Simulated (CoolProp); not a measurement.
Methanol at 298.15 K and 0.00688 MPa flows at 1.2 m/s in a round tube of 1 mm bore and 45 µm roughness, fully developed (64/Re and Nu = 3.66 if laminar; Colebrook and Gnielinski if turbulent). Each further row changes one setting.

Computed with CoolProp (reference Helmholtz-energy equation of state, de Reuck 1993).

| case | Reynolds number | Darcy friction factor | pressure drop (Pa/m) | heat-transfer coefficient (W/(m² K)) | mass flow (kg/h) |
|---|---|---|---|---|---|
| as stated | … | 5.75 | … | 55.3 | 0.000303 |
| velocity 2.4 m/s | 22.3 | 2.88 | 741 | 55.3 | … |
| diameter 2 mm | 22.3 | 2.88 | 92.6 | 27.6 | … |

Problem. Fill in the missing entries.

Solution. 
- as stated, Reynolds number: 11.1
- as stated, pressure drop (Pa/m): 370
- velocity 2.4 m/s, mass flow (kg/h): 0.000607
- diameter 2 mm, mass flow (kg/h): 0.00121

Viscosity comes from a separate model (Xiang 2006). Thermal conductivity comes from a separate model (Sykioti 2013).
